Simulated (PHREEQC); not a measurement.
A column of 0.5 m (30 cells, dispersivity 0.04 m, 60 s a shift, diffusion coefficient 3e-10 m²/s) holds 0.068 eq of the database's cation exchanger X per kg of pore water, first in equilibrium with 0.039 mol/kgw NH4Cl, 0.0012 mol/kgw MnCl2 and 1e-05 mol/kgw HCl. It is flushed with 0.041 mol/kgw LiCl, 0.054 mol/kgw KCl and 1e-05 mol/kgw HCl, at 25 °C. Values are for the last cell. CO2 from the air is kept out. Nothing may precipitate in this run.

Base run: PHREEQC, ion-association model, phreeqc.dat. Each further column changes one thing. The table gives K in solution (mol/kgw).

```tsv
pore volumes	base	exchange capacity from 0.068 to 0.034 eq/kgw	dispersivity from 0.04 to 0.08 m
0	0	0	0
0.4167	1.41e-8	2.69e-6	6.99e-6
0.6833	3.60e-5	0.000660	0.000574
1.083	0.00242	[?]	0.00631
1.483	0.0116	0.0283	0.0167
1.883	0.0241	0.0412	0.0271
2.15	0.0318	0.0464	[?]
2.55	0.0408	0.0506	0.0397
2.95	0.0465	0.0526	[?]
3.35	0.0499	[?]	0.0477
3.617	0.0513	0.0537	0.0492
4.017	0.0526	0.0539	0.0509
```

**Question.** Some entries are withheld; supply them.

**Answer.** 
- 1.083, exchange capacity from 0.068 to 0.034 eq/kgw: 0.0109
- 2.15, dispersivity from 0.04 to 0.08 m: 0.0329
- 2.95, dispersivity from 0.04 to 0.08 m: 0.0444
- 3.35, exchange capacity from 0.068 to 0.034 eq/kgw: 0.0534
